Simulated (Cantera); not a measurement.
Mixture: 7.05 % C3H8, 19.6 % O2, 73.3 % N2, at 4.93 atm, adiabatic and at constant pressure. Ignition delay is the time to a rise of 400 K.

Model: GRI-Mech 3.0 (53 species, 325 reactions), integrated in Cantera. GRI-Mech 3.0 was tuned for natural gas; its chemistry of propane as a main component is partial and can be far from experiment.

Problem. Predict: delay at 1100 K; delay at 1250 K; delay at 1400 K; delay at 1550 K; delay at 1700 K; apparent activation energy between 1550 and 1700 K.

Solution. 
| Item | Value |
|---|---|
| delay at 1100 K | 20.5 ms |
| delay at 1250 K | 1.10 ms |
| delay at 1400 K | 0.103 ms |
| delay at 1550 K | 19.4 µs |
| delay at 1700 K | 6.37 µs |
| apparent activation energy between 1550 and 1700 K | 160 kJ/mol |
